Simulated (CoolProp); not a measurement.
The numbers come from the reference Helmholtz-energy equation of state, Colonna 2008 in CoolProp. It is a short technical equation, of lower accuracy than the large ones.

Q: Give the vapour pressure (bar), vapour density (kg/m³), enthalpy of vaporisation (kJ/kg), liquid cp (kJ/(kg K)) of saturated dodecamethylcyclohexasiloxane (D6) at 433.1, 444.3, 449.8 K.

A: 
```
T (K)  p (bar)  vapour density (kg/m³)  enthalpy of vaporisation (kJ/kg)  liquid cp (kJ/(kg K))
-----  -------  ----------------------  --------------------------------  ---------------------
433.1   0.0937                    1.18                               122                   1.84
444.3    0.138                    1.69                               119                   1.87
449.8    0.164                    2.00                               118                   1.88
```
